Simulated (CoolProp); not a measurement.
Vapour pressure (bar) of octamethyltrisiloxane (MDM): the reference equation beside estimates from Tc = 292.2 °C, pc = 14.38 bar, ω = 0.528.

Computed with CoolProp (reference Helmholtz-energy equation of state, Thol 2017).

```json
[
 {"T (°C)": "68.15", "reference": "0.05379", "van der Waals": "1.294", "Redlich-Kwong": "0.3138", "Soave-Redlich-Kwong": "0.05437", "Peng-Robinson": "0.05743"},
 {"T (°C)": "91.75", "reference": "0.1462", "van der Waals": "1.879", "Redlich-Kwong": "0.6090", "Soave-Redlich-Kwong": "0.1458", "Peng-Robinson": "0.1506"},
 {"T (°C)": "115.45", "reference": "0.3414", "van der Waals": "2.624", "Redlich-Kwong": "1.076", "Soave-Redlich-Kwong": "0.3385", "Peng-Robinson": "0.3440"},
 {"T (°C)": "139.05", "reference": "0.7028", "van der Waals": "3.536", "Redlich-Kwong": "1.756", "Soave-Redlich-Kwong": "0.6968", "Peng-Robinson": "0.6998"},
 {"T (°C)": "162.65", "reference": "1.312", "van der Waals": "4.631", "Redlich-Kwong": "2.698", "Soave-Redlich-Kwong": "1.305", "Peng-Robinson": "1.300"},
 {"T (°C)": "186.25", "reference": "2.265", "van der Waals": "5.921", "Redlich-Kwong": "3.946", "Soave-Redlich-Kwong": "2.266", "Peng-Robinson": "2.246"},
 {"T (°C)": "209.85", "reference": "3.671", "van der Waals": "7.417", "Redlich-Kwong": "5.542", "Soave-Redlich-Kwong": "3.696", "Peng-Robinson": "3.655"},
 {"T (°C)": "233.45", "reference": "5.657", "van der Waals": "9.128", "Redlich-Kwong": "7.524", "Soave-Redlich-Kwong": "5.726", "Peng-Robinson": "5.664"},
 {"T (°C)": "257.15", "reference": "8.392", "van der Waals": "11.07", "Redlich-Kwong": "9.942", "Soave-Redlich-Kwong": "8.517", "Peng-Robinson": "8.447"}
]
```

Absolute difference from the reference over all 9 rows, mean and median: van der Waals 574.7 and 253.0 %, Redlich-Kwong 160.8 and 105.6 %, Soave-Redlich-Kwong 0.8 and 0.8 %, Peng-Robinson 1.5 and 0.8 %.
